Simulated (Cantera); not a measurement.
Ammonia decomposition in nitride growth gas

An isothermal, constant-pressure homogeneous reactor starts with 57.1 % NH3, 42.9 % N2, at 2050 K and 1.01 bar.

Cantera simulation using the gas-phase N/H chemistry of the illustrative SiF4/NH3 mechanism in the Surface Chemkin manual (1991); the numbers are that mechanism's predictions, not measurements. Walls and surfaces, which speed up NH3 decomposition in real reactors, are not modelled.

```tsv
t (s)	x NH3	x H2	x N2	x NH	x H	x N
0.000400	0.559	0.0113	0.429	1.16e-5	1.09e-5	1.14e-7
0.000957	0.541	0.0282	0.430	1.33e-5	2.38e-5	2.58e-7
0.00229	0.502	0.0658	0.431	1.53e-5	5.11e-5	5.06e-7
0.00547	0.422	0.141	0.435	1.64e-5	0.000108	7.86e-7
0.0131	0.291	0.267	0.441	1.57e-5	0.000221	9.96e-7
0.0313	0.136	0.415	0.448	1.25e-5	0.000430	1.10e-6
0.0748	0.0312	0.515	0.453	7.21e-6	0.000825	1.02e-6
0.179	0.00299	0.541	0.454	2.07e-6	0.00149	5.11e-7
0.428	0.000505	0.544	0.454	4.33e-7	0.00166	1.19e-7
1.02	0.000160	0.544	0.454	1.39e-7	0.00167	3.84e-8
2.45	6.07e-5	0.544	0.454	5.27e-8	0.00167	1.46e-8
5.85	2.47e-5	0.544	0.454	2.14e-8	0.00167	5.93e-9
14.0	1.09e-5	0.544	0.454	9.42e-9	0.00167	2.61e-9
33.5	6.04e-6	0.544	0.454	5.24e-9	0.00167	1.45e-9
80.0	5.09e-6	0.544	0.454	4.42e-9	0.00167	1.22e-9
```
x: mole fraction; the columns are a selection and need not sum to one.

Equilibrium at this temperature and pressure: NH3 5.06e-6, H2 0.544, N2 0.454, NH 4.39e-9, H 0.00167, N 1.22e-9 (gas phase only).
